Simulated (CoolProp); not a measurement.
The fluid at 328.08 K and 0.204 MPa is throttled through a valve to 0.0745 MPa with no heat exchange. The same conditions are run with several fluids, on thermodynamics alone (safety and materials aside).

The numbers come from the reference Helmholtz-energy equation of state of each fluid (propylene glycol: Eisenbach 2021; n-heptane: Span 2003; n-perfluorohexane: Gao 2022; n-octane: Beckmüller 2019; 1,2-dichloroethane: Thol 2015) in CoolProp.

| fluid | temperature change (K) | final phase | final density (kg/m³) |
|---|---|---|---|
| propylene glycol | +0.0 | liquid | 1010 |
| n-heptane | +0.0 | liquid | 654 |
| n-perfluorohexane | -6.6 | ? | ? |
| n-octane | +0.0 | liquid | 674 |
| 1,2-dichloroethane | +0.0 | liquid | ? |

**Question.** Some entries are withheld; supply them.

**Answer.** 
- n-perfluorohexane, final phase: two-phase, vapour fraction 0.083
- n-perfluorohexane, final density (kg/m³): 112
- 1,2-dichloroethane, final density (kg/m³): 1200
